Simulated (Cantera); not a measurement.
An isothermal, constant-pressure homogeneous reactor starts with CH4 : N2 = 1 : 3.3 (molar parts), at 1450 K and 0.825 Torr. Integrator tolerance rtol = 1e-08.

Model: GRI-Mech 3.0 (53 species, 325 reactions), integrated in Cantera. GRI-Mech 3.0 stops at C3 and has no aromatics, soot or wall deposition, so with more carbon than oxygen in the feed, carbon stays in small species such as C2H2 where larger ones or solid carbon would form. Radical loss at walls, strong at low pressure, is not modelled.

What does this change do: temperature 1450 to 1475 K?


```tsv
quantity	before	after
x(CH4) at 50.0 s	0.113 (gas-phase equilibrium 5.63e-5)	0.0770 (gas-phase equilibrium 4.21e-5)
x(CH2) at 50.0 s	5.84e-8 (gas-phase equilibrium 2.56e-10)	8.05e-8 (gas-phase equilibrium 3.74e-10)
x(HCN) at 50.0 s	1.61e-8 (gas-phase equilibrium 0.0828)	5.13e-8 (gas-phase equilibrium 0.0842)
x(C2H2) at 50.0 s	0.0469 (gas-phase equilibrium 0.0529)	0.0622 (gas-phase equilibrium 0.0522)
x(H) at 50.0 s	2.84e-5 (gas-phase equilibrium 0.000153)	5.13e-5 (gas-phase equilibrium 0.000209)
```

What does this change do: N2 3.3 to 0.7 parts?


```csv
quantity,before,after
x(CH4) at 50.0 s,0.113 (gas-phase equilibrium 5.63e-5),0.199 (gas-phase equilibrium 0.000255)
x(CH2) at 50.0 s,5.84e-8 (gas-phase equilibrium 2.56e-10),6.06e-8 (gas-phase equilibrium 5.91e-10)
x(HCN) at 50.0 s,1.61e-8 (gas-phase equilibrium 0.0828),8.41e-9 (gas-phase equilibrium 0.0835)
x(C2H2) at 50.0 s,0.0469 (gas-phase equilibrium 0.0529),0.121 (gas-phase equilibrium 0.143)
x(H) at 50.0 s,2.84e-5 (gas-phase equilibrium 0.000153),5.60e-5 (gas-phase equilibrium 0.000214)
```
